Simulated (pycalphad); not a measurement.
Computed with pycalphad from the COST 507 light-alloy database (1999), at 1 atm. The database dates from 1999; later assessments differ in places, in temperatures and in the compounds included. Amounts are mole fractions of atoms.

Q: Give the equilibrium state of Si-46.35Al (at.%) at 750 K.

A: 
```
T = 750.00 K, P = 101325 Pa, N = 1 mol of atoms
G = -23180 J/mol, H = 11475 J/mol, S = 46.21 J/(mol K)  (SER reference)
chemical potentials (J/mol): Si -19438, Al -27511
phase             fraction      x(Si)      x(Al)
DIAMOND_A4          0.5337     1.0000   1.06e-07
FCC_A1              0.4663     0.0061     0.9939
```

Q: Give the equilibrium state of Si-46.35Al (at.%) at 1150 K.

A: 
```
T = 1150.00 K, P = 101325 Pa, N = 1 mol of atoms
G = -47854 J/mol, H = 37764 J/mol, S = 74.45 J/(mol K)  (SER reference)
chemical potentials (J/mol): Si -37765, Al -59532
phase             fraction      x(Si)      x(Al)
LIQUID              0.6980     0.3360     0.6640
DIAMOND_A4          0.3020     1.0000   2.59e-05
```

FCC_A1 is fcc; DIAMOND_A4 is diamond (Si).
